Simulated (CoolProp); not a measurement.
Vapour-liquid equilibrium of propylene (1) + R114 (2) at 318.7 K; x and y are mole fractions of (1).

Values from CoolProp's multi-fluid Helmholtz-energy mixture model, Lemmon 2013 and Platzer 1990; pair parameters Bell 2016. This equation is an older, rougher fit; its heat capacities, sound speeds and derivatives of the liquid may be far off and weren't checked against measurements.

```json
[
 {"x": "0.05", "bubble pressure (MPa)": "0.4825", "y at the bubble point": "0.199", "dew pressure at overall composition x (MPa)": "0.4146", "liquid density (mol/L)": "8.240"},
 {"x": "0.2", "bubble pressure (MPa)": "0.7408", "y at the bubble point": "0.524", "dew pressure at overall composition x (MPa)": "0.4829", "liquid density (mol/L)": "(withheld)"},
 {"x": "0.35", "bubble pressure (MPa)": "0.9818", "y at the bubble point": "0.681", "dew pressure at overall composition x (MPa)": "0.5767", "liquid density (mol/L)": "8.959"},
 {"x": "0.5", "bubble pressure (MPa)": "1.199", "y at the bubble point": "0.776", "dew pressure at overall composition x (MPa)": "0.7129", "liquid density (mol/L)": "9.353"},
 {"x": "0.65", "bubble pressure (MPa)": "1.400", "y at the bubble point": "0.847", "dew pressure at overall composition x (MPa)": "0.9238", "liquid density (mol/L)": "(withheld)"},
 {"x": "0.8", "bubble pressure (MPa)": "(withheld)", "y at the bubble point": "(withheld)", "dew pressure at overall composition x (MPa)": "1.263", "liquid density (mol/L)": "10.28"},
 {"x": "0.95", "bubble pressure (MPa)": "1.796", "y at the bubble point": "0.976", "dew pressure at overall composition x (MPa)": "1.718", "liquid density (mol/L)": "10.87"}
]
```

Task: Some entries are withheld; supply them.

Result: 
- 0.2, liquid density (mol/L): 8.591
- 0.65, liquid density (mol/L): 9.785
- 0.8, bubble pressure (MPa): 1.594
- 0.8, y at the bubble point: 0.910

No azeotrope shows between x = 0.05 and 0.95.

Pair parameters are fitted to limited data, so mixtures are less certain than the pure fluids.
